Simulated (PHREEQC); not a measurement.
Dissolve 2.8 mmol/kgw NH3, 1.8 mmol/kgw Na2SiO3 and 3.4 mmol/kgw K3PO4 at 25 °C. Closed to the air; pH follows from the charge balance.

Computed with PHREEQC (ion-association model, wateq4f.dat).

No solid was allowed to form.

Task: Order these P species by the share of P that they hold, largest first: HPO4-2, KHPO4-, PO4-3, NaHPO4-.

Result: HPO4-2 (74 %), PO4-3 (24 %), KHPO4- (0.86 %), NaHPO4- (0.31 %)

Task: Order these Si species by the share of Si that they hold, largest first: H3SiO4-, H4SiO4, H2SiO4-2.

Result: H3SiO4- (95 %), H2SiO4-2 (3.6 %), H4SiO4 (1.5 %)

The pH is 11.58 and the ionic strength 0.0189 mol/kgw. Complexes and solids missing from the database can't appear. H3PO4, which wateq4f.dat lacks, is added to it with the constant of phreeqc.dat.
